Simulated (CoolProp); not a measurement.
A simple Rankine cycle with methanol: condensing at 314.15 K, boiler at 0.502 MPa, turbine inlet 386.7 K, turbine efficiency 0.9, pump efficiency 0.6, no recuperator. Each further row changes one setting.

The numbers come from the reference Helmholtz-energy equation of state, de Reuck 1993 in CoolProp.

| case | thermal efficiency (%) | net work (kJ/kg) | heat in (kJ/kg) | turbine exit temperature (K) | volume ratio over the turbine |
|---|---|---|---|---|---|
| as stated | [?] | 184 | 1210 | 314.2 | [?] |
| turbine inlet 406.7 K | 15.4 | 195 | 1270 | 314.2 | [?] |
| condensing temperature 306.15 K | [?] | 207 | 1230 | 306.1 | 15.0 |
| boiler pressure 0.351 MPa | 13.3 | 165 | 1240 | 314.2 | 7.43 |
| turbine efficiency 0.8 | 13.5 | 163 | 1210 | 314.2 | 10.8 |

Q: Fill in the missing entries.

A: 
- as stated, thermal efficiency (%): 15.2
- as stated, volume ratio over the turbine: 10.6
- turbine inlet 406.7 K, volume ratio over the turbine: 10.2
- condensing temperature 306.15 K, thermal efficiency (%): 16.8

The expansion ends wet for: as stated; turbine inlet 406.7 K; condensing temperature 306.15 K; boiler pressure 0.351 MPa; turbine efficiency 0.8.
